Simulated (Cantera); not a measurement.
Input (Python, Cantera) and output of one run.

```python
import numpy as np
import cantera as ct

gas_names = """
    CL CLO CL2 N NO NO2 NO3 N2 N2O O O2 O3 Si SiCL SiCL2 SiCL3 SiCL4 SiN SiO SiO2 Si2 Si2N Si3
""".split()
cond_names = """
    Si(cr) Si(L) SiO2(Lqz) SiO2(hqz) SiO2(L) Si2N2O(s) Si3N4(a)
""".split()


# ... load() reads the species with a 1 bar reference pressure and builds the phases ...
atoms = {
    'SiCl4': {'Si': 1, 'CL': 4},
    'O3': {'O': 3},
    'N2': {'N': 2},
}
top_T = {'Si2N2O(s)': 2100, 'Si3N4(a)': 2400}  # K; cautious upper limits of use, not melting points


# ... equilibrate(T, P, feed) seeds the gas with the atoms and calls Mixture.equilibrate('TP', solver="vcs", rtol=1e-11, max_steps=5000) ...
results = []
feed = {'SiCl4': 1, 'O3': 0.098, 'N2': 10}  # mol
T = 1098.15  # K
P = 133.322  # Pa
mix = equilibrate(T, P, feed)
results.append((T, P, feed, dict(zip(mix.species_names, mix.species_moles))))
print(gas.report(threshold=0.0001))
for i in range(1, mix.n_phases):
    print(f"{mix.phase(i).name:16s} {mix.phase_moles(i):12.5e} mol")
```

It prints:

```
       temperature   1098.2 K
          pressure   133.32 Pa
           density   0.00058229 kg/m^3
  mean mol. weight   39.878 kg/kmol
   phase of matter   gas

                          1 kg             1 kmol
                     ---------------   ---------------
          enthalpy       -5.1879e+05       -2.0688e+07  J
   internal energy       -7.4775e+05       -2.9819e+07  J
           entropy              7725        3.0806e+05  J/K
    Gibbs function        -9.002e+06       -3.5898e+08  J
 heat capacity c_p            972.44             38779  J/K
 heat capacity c_v            763.95             30465  J/K

                      mass frac. Y      mole frac. X     chem. pot. / RT
                     ---------------   ---------------   ---------------
                CL         0.0054922         0.0061782           -19.844
               CL2          0.041256          0.023204           -39.688
                N2           0.62826           0.89433           -31.841
             SiCL4           0.32499          0.076286           -128.42
     [  +19 minor]        5.5472e-07        1.6486e-07

Si(cr)            0.00000e+00 mol
SiO2(hqz)         1.47000e-01 mol
Si2N2O(s)         0.00000e+00 mol
Si3N4(a)          0.00000e+00 mol
```

These are equilibrium values from Cantera (NASA tables, ideal gas, pure condensed phases), not measurements of a reactor.
